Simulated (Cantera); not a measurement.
## Abatement and gas-phase synthesis: S + O2 + H2 + SO2

A closed system holds: 1 mol S, 0.51 mol O2, 0.083 mol H2, 0.91 mol SO2, at 5800000 Pa.

Equilibrium computed with Cantera from the NASA thermochemical tables; the gas is ideal and each condensed phase is pure. Candidate condensed phases: H2O, H2SO4, S; 19 gas species. The ideal-gas law is rough above about 30 bar. Gases not in the tables: S3 to S7. Kinetics and transport are ignored.

```
T (K)  log p SO2  log p S2  log p H2O  log p S2O  log p S8  log p H2S  n S(l)
-----  ---------  --------  ---------  ---------  --------  ---------  ------
798         1.73     -0.67       0.50      -0.82     -0.28      -0.95   0.404
873         1.72     -0.06       0.47      -0.39     -0.09      -0.65   0.293
948         1.70      0.43       0.43      -0.05      0.04      -0.42  0.0925
1023        1.68      0.75       0.38       0.16     -0.27      -0.31       0
1098        1.67      0.86       0.37       0.22     -1.21      -0.32       0
1173        1.66      0.87       0.38       0.22     -2.33      -0.37       0
1248        1.66      0.87       0.38       0.21     -3.34      -0.42       0
1323        1.66      0.88       0.39       0.21     -4.24      -0.46       0
1398        1.66      0.88       0.39       0.20     -5.04      -0.50       0
1473        1.66      0.88       0.40       0.19     -5.76      -0.54       0
1548        1.66      0.88       0.40       0.19     -6.40      -0.57       0
1623        1.66      0.88       0.40       0.18     -6.98      -0.60       0
```
log p: log10 of the partial pressure in bar; n: condensed amount in mol.

From 798 K to 948 K the condensed part is S(l). From 1023 K to 1623 K nothing is condensed.
